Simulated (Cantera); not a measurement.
Input: 1 mol MgCO₃, 0.037 mol CO₂, held at 1900 K and 10.0 mbar.

Method: chemical equilibrium by Gibbs-energy minimisation in Cantera with the NASA 1993 tables (ideal gas, pure condensed phases). Candidate condensed phases: C, Mg, MgCO₃, MgO; 15 gas species. The numbers say what is thermodynamically allowed, not how fast it happens.

Base state: CO₂ 0.943, CO 0.0378, O₂ 0.0187, O 0.000408 (mole fractions); condensed: MgO(s).

What changes in the equilibrium state with this change: pressure from 10.0 mbar to 0.820 bar?


```csv
species,before,after
CO₂,0.943,0.987
CO,0.0378,0.00894
O₂,0.0187,0.00446
O,0.000408,2.20e-5
"MgO(s), mol",1.000,1.00
```
